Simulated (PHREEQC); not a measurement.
Synthetic water in mmol/kgw, 80 °C, pH 6.31, pe 8.8:

```
constituent           mmol/kgw
--------------------  --------
Na                        83.4
K                         2.48
Ca                       0.458
Mg                        13.4
Cl                        86.9
S(6)                      5.09
Alkalinity (meq/kgw)      2.87
Ni                      0.0373
N(5)                     0.132
```

Cl is adjusted to close the charge balance.
Valence states are taken as typed.

All values are PHREEQC results (ion-association model, wateq4f.dat), not measurements.

This is a speciation only: nothing precipitates in the calculation.

Task: Order these Ca species by the share of Ca that they hold, largest first: CaSO4, CaHCO3+, Ca+2.

Result: Ca+2 (92 %), CaSO4 (6.8 %), CaHCO3+ (1.4 %)

Task: Order these Ni species by the share of Ni that they hold, largest first: NiCO3, NiSO4, NiCl+, Ni+2, NiHCO3+.

Result: Ni+2 (52 %), NiCO3 (34 %), NiHCO3+ (5.7 %), NiCl+ (3.9 %), NiSO4 (3.4 %)

The pH is 6.31 and the ionic strength 0.122 mol/kgw. Away from 25 °C the constants follow the database's enthalpies or fits; those with neither stay at their 25 °C values. The database's nickel carbonate constants are estimates that later reviews lower a good deal.
